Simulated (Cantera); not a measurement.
A perfectly stirred reactor is fed with 24.8 % H₂, 75.2 % O₂, at 0.0267 bar; it is held at 900 K, and followed from long to short residence time.

Model: the H2/O2 subset of GRI-Mech 3.0, which has no nitrogen chemistry, integrated in Cantera. Radical loss at walls, strong at low pressure, is not modelled. Below about 950 K walls govern HO2 and H2O2 in real vessels. The temperature is held fixed by assumption; the heat of reaction is taken as removed at once.

Task: Predict: x(H₂) at τ = 5.20 s; x(O₂) at τ = 5.20 s; x(H₂O) at τ = 5.20 s; x(HO₂) at τ = 5.20 s; x(H₂O₂) at τ = 5.20 s; x(H₂) at τ = 21.0 ms; x(O₂) at τ = 21.0 ms; x(H₂O) at τ = 21.0 ms; x(HO₂) at τ = 21.0 ms; x(H₂O₂) at τ = 21.0 ms.

Result: 
```json
{
 "x(H₂) at τ = 5.20 s": "0.00154",
 "x(O₂) at τ = 5.20 s": "0.717",
 "x(H₂O) at τ = 5.20 s": "0.281",
 "x(HO₂) at τ = 5.20 s": "1.43e-5",
 "x(H₂O₂) at τ = 5.20 s": "9.14e-7",
 "x(H₂) at τ = 21.0 ms": "0.0275",
 "x(O₂) at τ = 21.0 ms": "0.717",
 "x(H₂O) at τ = 21.0 ms": "0.248",
 "x(HO₂) at τ = 21.0 ms": "4.55e-5",
 "x(H₂O₂) at τ = 21.0 ms": "1.42e-6"
}
```
